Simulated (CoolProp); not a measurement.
Vapour-liquid equilibrium of n-hexane (1) + o-xylene (2) at 0.00633 MPa; x and y are mole fractions of (1).

Model: multi-fluid Helmholtz-energy mixture model, Thol 2019 and Zhou 2012; pair parameters Bell 2016, in CoolProp.

| x | bubble temperature (K) | y at the bubble point | dew temperature at overall composition x (K) | liquid density (mol/L) |
|---|---|---|---|---|
| 0.05 | 322.1 | 0.512 | 335.4 | 8.030 |
| 0.2 | 300.9 | 0.864 | 331.8 | 8.115 |
| 0.35 | 291.2 | 0.937 | 327.6 | 8.108 |
| 0.5 | 285.3 | 0.965 | 322.5 | 8.069 |
| 0.65 | 281.2 | 0.980 | 316.0 | 8.013 |
| 0.8 | 277.8 | 0.990 | 306.7 | 7.947 |
| 0.95 | 274.9 | 0.998 | 288.7 | 7.874 |

No azeotrope shows between x = 0.05 and 0.95.

Pair parameters are fitted to limited data, so mixtures are less certain than the pure fluids.
